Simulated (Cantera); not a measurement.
A closed system holds: 1 mol NaI, 0.17 mol H₂, equilibrated at 1800 °C and 1.30 Pa.

Equilibrium computed with Cantera from the NASA thermochemical tables; the gas is ideal and each condensed phase is pure. Candidate condensed phases: I₂, Na, NaI; 9 gas species. Kinetics and transport are ignored.

Base state: Na 0.435, I 0.435, H 0.106, H₂ 0.0212, NaI 0.00219, HI 0.000114 (mole fractions); condensed: gas only.

Task: What changes in the equilibrium state with this change: temperature from 1800 °C to 1450 °C?

Result: 
| species | before | after |
|---|---|---|
| Na | 0.435 | 0.417 |
| I | 0.435 | 0.416 |
| H₂ | 0.0212 | 0.0765 |
| H | 0.106 | 0.0140 |
| NaI | 0.00219 | 0.0764 |
| HI | 0.000114 | 0.000569 |
